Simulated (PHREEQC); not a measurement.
1 kg of water holding 0.02 mol NaCl, 0.12 mol MgCl2, 0.0038 mol MgSO4 and 0.31 mol KCl is evaporated at 30 °C; the solids stay in contact with the brine. No CO2 enters from the air. Solids allowed: Arcanite, Bischofite, Bloedite, Brucite, Carnallite, Epsomite, Glaserite, Halite, Hexahydrite, Kainite, Kieserite, Leonite, Mirabilite, Misenite, Schoenite, Sylvite, Thenardite, MgCl2_4H2O. Others were left out.

The series has 22 steps of water left (kg), from 1 to 0.005652.

All values are PHREEQC results (Pitzer model, pitzer.dat), not measurements.

Problem. Which solids form, in which order, and at which step of the series does each first stand?

Solution. Sylvite from water left = 0.09502 kg; Halite from water left = 0.0293 kg; Carnallite from water left = 0.0199 kg; Kainite from water left = 0.01207 kg.
